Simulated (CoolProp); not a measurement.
Vapour-liquid equilibrium of R1234ze(E) (1) + R227EA (2) at 193.3 K; x and y are mole fractions of (1).

Computed with CoolProp (multi-fluid Helmholtz-energy mixture model, Thol 2016 and Lemmon 2016; pair parameters Bell 2023).

```tsv
x	bubble pressure, mixture model (MPa)	bubble pressure, Raoult's law (MPa)	y, mixture model	y, Raoult's law
0.05	0.002121	0.002113	0.063	0.060
0.2	___	0.002180	___	0.232
0.35	0.002288	0.002246	0.403	0.395
0.5	0.002361	0.002313	0.550	0.548
0.65	0.002425	0.002379	___	0.692
0.8	0.002479	0.002445	0.822	0.829
0.95	___	0.002512	0.955	0.958
```

### Question
What belongs in the gaps?

### Answer

- 0.2, bubble pressure, mixture model (MPa): 0.002207
- 0.2, y, mixture model: 0.241
- 0.65, y, mixture model: 0.689
- 0.95, bubble pressure, mixture model (MPa): 0.002522

The largest gap from Raoult's law is +2.1 % in bubble pressure, at x = 0.5. No azeotrope shows between x = 0.05 and 0.95.

The pair parameters rest on a limited set of measurements; away from them the model extrapolates.
